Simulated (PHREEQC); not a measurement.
Consider water at 25 °C with 62 mmol/kgw Na2SeO3, 0.67 mmol/kgw HCl and 0.16 mmol/kgw FeCl3. Closed to the air; pH follows from the charge balance.

The numbers come from PHREEQC with the ion-association model, wateq4f.dat.

Problem. The ionic strength comes out as 0.185 mol/kgw. What activity coefficients do OH-, Na+, Cl-, SeO3-2, Fe(OH)4- get?

Solution. OH- 0.71, Na+ 0.75, Cl- 0.72, SeO3-2 0.32, Fe(OH)4- 0.75.

No solid was allowed to form. Examples of supersaturated solids here: Fe(OH)3(a), Hematite (slow to form). Others may be too.
